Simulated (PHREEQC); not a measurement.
Solution (38 °C): 0.099 mol CuSO4, 0.00031 mol HCl and 0.01 mol KCl per kg of water. Closed to the air; pH follows from the charge balance.

The numbers come from PHREEQC with the ion-association model, phreeqc.dat.

**Question.** The ionic strength comes out as 0.213 mol/kgw. What activity coefficients do KSO4-, H+, Cu2(OH)2+2, CuCl+, HSO4- get?

**Answer.** KSO4- 0.74, H+ 0.79, Cu2(OH)2+2 0.30, CuCl+ 0.71, HSO4- 0.74.

No solid was allowed to form. Species that the database lacks are ignored. At this temperature some constants are extrapolated from 25 °C, and those without enthalpy data are left unchanged.
